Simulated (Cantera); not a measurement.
Input: 1 mol V, 1.3 mol N2, at 2.33 Torr.

Equilibrium computed with Cantera from the NASA thermochemical tables; the gas is ideal and each condensed phase is pure. Candidate condensed phases: V, VN; 4 gas species. VN: taken at fixed stoichiometry. Condensed phases not in the tables: V2N, N, O or C dissolved in the metal. The numbers say what is thermodynamically allowed, not how fast it happens.

log p: log10 of the partial pressure in bar; n: condensed amount in mol.

```json
[
 {"T (°C)": "1600", "log p N2": "-2.51", "log p V": "-7.00", "log p VN": "-11.05", "log p N": "-11.15", "n VN(s)": "1.000", "n V(s)": "0", "n V(l)": "0"},
 {"T (°C)": "1700", "log p N2": "-2.51", "log p V": "-5.99", "log p VN": "-10.05", "log p N": "-10.47", "n VN(s)": "1.000", "n V(s)": "0", "n V(l)": "0"},
 {"T (°C)": "1800", "log p N2": "-2.51", "log p V": "[?]", "log p VN": "[?]", "log p N": "[?]", "n VN(s)": "0", "n V(s)": "0.997", "n V(l)": "0"},
 {"T (°C)": "1900", "log p N2": "-2.51", "log p V": "-4.59", "log p VN": "-8.65", "log p N": "-9.30", "n VN(s)": "0", "n V(s)": "0.989", "n V(l)": "0"},
 {"T (°C)": "2000", "log p N2": "-2.52", "log p V": "[?]", "log p VN": "[?]", "log p N": "[?]", "n VN(s)": "0", "n V(s)": "0", "n V(l)": "0.965"},
 {"T (°C)": "2100", "log p N2": "-2.54", "log p V": "-3.63", "log p VN": "-7.70", "log p N": "-8.34", "n VN(s)": "0", "n V(s)": "0", "n V(l)": "0.893"},
 {"T (°C)": "2200", "log p N2": "-2.61", "log p V": "-3.21", "log p VN": "-7.31", "log p N": "-7.95", "n VN(s)": "0", "n V(s)": "0", "n V(l)": "0.675"}
]
```

Complete the blanks.


- 2000, log p V: -4.09
- 2000, log p VN: -8.15
- 2000, log p N: -8.80
- 1800, log p V: -5.18
- 1800, log p VN: -9.23
- 1800, log p N: -9.86
